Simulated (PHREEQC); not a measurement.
Model water analysis in mmol/kgw, 25 °C, pH 5.67, pe 0.6: Na 0.0269; K 0.0115; Ca 0.056; Mg 0.00158; Cl 0.0214; S(6) 0.0249; Alkalinity (meq/kgw) 0.0832; Br 0.00106.

Valence states are taken as typed.

Equilibrium calculation in PHREEQC: ion-association model, phreeqc.dat.

No solid was allowed to form.

Question: Estimate the charge-balance error.

Answer: charge-balance error -0.6 %.

Question: In which forms is C present?

Answer: CO2 83 %, HCO3- 17 % of the C.
